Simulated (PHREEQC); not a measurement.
Alkaline etch or developer: speciation

Make-up at 25 °C: 0.0066 mol NaOH and 0.0016 mol K3PO4 per kg of water. Closed to the air; pH follows from the charge balance.

Equilibrium calculation in PHREEQC: ion-association model, wateq4f.dat.

No solid was allowed to form.

Task: What pH, ionic strength does the model give?

Result: pH 11.83; ionic strength 0.0141 mol/kgw.

Task: In which forms is P present?

Result: HPO4-2 64 %, PO4-3 35 %, NaHPO4- 0.5 % of the P.

Complexes and solids missing from the database can't appear. H3PO4, which wateq4f.dat lacks, is added to it with the constant of phreeqc.dat.
